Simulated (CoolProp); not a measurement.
Vapour-liquid equilibrium of R13 (1) + isobutane (2) at -26.75 °C; x and y are mole fractions of (1).

Computed with CoolProp (multi-fluid Helmholtz-energy mixture model, Platzer 1990 and Bücker 2006; pair parameters Bell 2016). This equation is an older, rougher fit; its heat capacities, sound speeds and derivatives of the liquid may be far off and weren't checked against measurements.

```csv
x,"bubble pressure, mixture model (kPa)","bubble pressure, Raoult's law (kPa)","y, mixture model","y, Raoult's law"
0.05,125.8,97.93,0.578,0.476
0.15,251.2,185.7,0.798,0.753
0.25,355.7,273.4,0.865,0.852
0.35,443.8,361.2,0.899,0.903
0.45,520.4,449.0,0.920,0.934
0.55,(withheld),536.7,0.936,0.955
0.65,657.0,624.5,0.949,0.970
0.75,725.6,712.2,(withheld),0.981
0.85,800.0,800.0,0.976,0.990
0.95,884.3,887.7,(withheld),0.997
```

### Question
What belongs in the gaps?

### Answer

- 0.55, bubble pressure, mixture model (kPa): 590.0
- 0.75, y, mixture model: 0.962
- 0.95, y, mixture model: 0.991

The largest gap from Raoult's law is +35.3 % in bubble pressure, at x = 0.15. No azeotrope shows between x = 0.05 and 0.95.

The pair parameters rest on a limited set of measurements; away from them the model extrapolates.
